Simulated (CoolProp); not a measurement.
Vapour-liquid equilibrium of sulfur dioxide (1) + toluene (2) at 278.5 K; x and y are mole fractions of (1).

Model: multi-fluid Helmholtz-energy mixture model, Gao 2016 and Lemmon 2006; pair parameters Bell 2016, in CoolProp.

Give the bubble pressure and the first vapour's composition at x = 0.25, 0.45, 0.65. Is there an azeotrope?

x = 0.25: 0.04522 MPa, y = 0.979; x = 0.45: 0.08840 MPa, y = 0.992; x = 0.65: 0.1281 MPa, y = 0.996. No azeotrope shows between x = 0.05 and 0.95.

The pair parameters rest on a limited set of measurements; away from them the model extrapolates. The gap from Raoult's law changes sign with composition, which may be real or a fault of the pair parameters; it wasn't checked against measurements.
